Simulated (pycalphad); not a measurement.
**Effect of C content in Hf-C**

Computed with pycalphad from the COST 507 light-alloy database (1999), at 1 atm. The data set is of 1999 and partly superseded. Amounts are mole fractions of atoms. Kinetics are ignored, which matters at the lower temperatures.

```tsv
alloy	liquidus (K)	first solid	solidus (K)	phases at 1300 K
Hf-2.21C (at.%)	2506	hcp	2479	hcp 1.00
Hf-4.42C (at.%)	2577	hcp	2513	hcp 0.99, fcc 0.01
Hf-6.63C (at.%)	2736	fcc	2557	hcp 0.92, fcc 0.08
Hf-8.84C (at.%)	(withheld)	fcc	(withheld)	(withheld)
```

**Question.** Fill in the missing entries.

**Answer.** 
- Hf-8.84C (at.%), liquidus (K): 3003
- Hf-8.84C (at.%), solidus (K): 2596
- Hf-8.84C (at.%), phases at 1300 K: hcp 0.86, fcc 0.14

The fcc model also describes the rock-salt carbide or nitride (TiC, TiN, HfC).
